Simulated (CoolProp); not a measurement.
n-perfluoropentane at several states: density (kg/m³) from the reference equation and from simpler models built on Tc = 147.9 °C, pc = 2063 kPa, ω = 0.436; each cubic takes its own stable root.

Values from CoolProp's reference Helmholtz-energy equation of state, Gao 2022.

```
T (°C)   p (kPa)   phase  reference  van der Waals  Redlich-Kwong  Soave-Redlich-Kwong  Peng-Robinson
-------  -------  ------  ---------  -------------  -------------  -------------------  -------------
-101.45     47.7  liquid       1979           1167           1739                 1788           2004
112.75       574     gas      60.44          58.08          59.53                60.25          61.05
-94.65      84.5  liquid       1959           1158           1725                 1778           1993
9.15         577  liquid       1658          997.7           1454                 1548           1748
39.45       29.6     gas      3.327          3.309          3.318                3.325          3.327
```
